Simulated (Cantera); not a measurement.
# Ignition delay

Mixture: 8.45 % CH₄, 3.30 % H₂, 18.5 % O₂, 69.7 % N₂, equivalence ratio 1.0, at 59000 Pa, adiabatic and at constant volume. Ignition delay is the time to a rise of 400 K.

Model: GRI-Mech 3.0 (53 species, 325 reactions), integrated in Cantera.

```
T0 (K)  delay (ms)
------  ----------
1125          9.99
1200          4.75
1275          2.38
1350          1.27
1425         0.726
1500         0.442
1575         0.284
1650         0.190
1725         0.131
1800        0.0919
```

```
Quantity                                                 Value
--------------------------------------------------  ----------
apparent activation energy between 1650 and 1800 K  120 kJ/mol
```
